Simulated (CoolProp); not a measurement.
Values from CoolProp's reference Helmholtz-energy equation of state, Guder 2009.

For sulfur hexafluoride, give the phase and the cv (kJ/(kg K)), viscosity (µPa s), Prandtl number at 354.4 K and 555 kPa; 536.9 K and 1060 kPa.


- 354.4 K and 555 kPa: gas; cv 0.693, viscosity 17.9, Prandtl number 0.775
- 536.9 K and 1060 kPa: gas; cv 0.846, viscosity 25.5, Prandtl number 0.742

Viscosity comes from a separate model (Quiñones-Cisneros 2012). Thermal conductivity comes from a separate model (Assael 2012).
